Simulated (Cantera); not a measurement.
Input: 1 mol Ta2O5, 0.69 mol CH4, 5.7 mol H2, equilibrated at 1725 °C and 21.0 mbar.

These are equilibrium values from Cantera (NASA tables, ideal gas, pure condensed phases), not measurements of a reactor. Candidate condensed phases: C, C6H6, C7H8, C8H18, H2O, Ta, TaC, Ta2O5; 113 gas species. Mutual solubility and eutectic melting of coexisting phases are not modelled. Condensed phases not in the tables: Ta2C, N, O or C dissolved in the metal. Equilibrium is a limit: real reactors are often held back by kinetics, nucleation or transport.

Base state: H2 0.899, CO 0.0883, H 0.0105, H2O 0.00163, TaO2 4.84e-5, CO2 3.50e-5 (mole fractions); condensed: Ta(s) + Ta2O5(s).

Problem. What changes in the equilibrium state with this change: temperature from 1725 °C to 927 °C?

Solution. 
```json
[
 {"species": "H2", "before": "0.899", "after": "0.935"},
 {"species": "CO", "before": "0.0883", "after": "0.0649"},
 {"species": "H2O", "before": "0.00163", "after": "0.000420"},
 {"species": "H", "before": "0.0105", "after": "1.32e-6"},
 {"species": "TaO2", "before": "4.84e-5", "after": "<1e-9"},
 {"species": "CH4", "before": "<1e-9", "after": "2.28e-5"},
 {"species": "CO2", "before": "3.50e-5", "after": "2.12e-5"},
 {"species": "Ta(s), mol", "before": "0.281", "after": "0"},
 {"species": "Ta2O5(s), mol", "before": "0.859", "after": "0.901"},
 {"species": "TaC(s), mol", "before": "0", "after": "0.198"}
]
```
TaC: taken at fixed stoichiometry. Condensed phases not in the tables: Ta2C.

Problem. What changes in the equilibrium state with this change: Ta2O5 replaced by TiO2?

Solution. 
```csv
species,before,after
H2,0.899,0.901
CO,0.0883,0.0883
H,0.0105,0.0105
H2O,0.00163,0.000271
TaO2,4.84e-5,0
TiO,0,3.26e-5
CO2,3.50e-5,5.80e-6
"Ta(s), mol",0.281,0
"Ta2O5(s), mol",0.859,0
"TiO(s), mol",0,0.384
"Ti2O3(s), mol",0,0.308
```
TiO: taken at fixed stoichiometry. Further candidate phases: Ti, TiC, TiO, TiO2, Ti2O3, Ti3O5, Ti4O7.
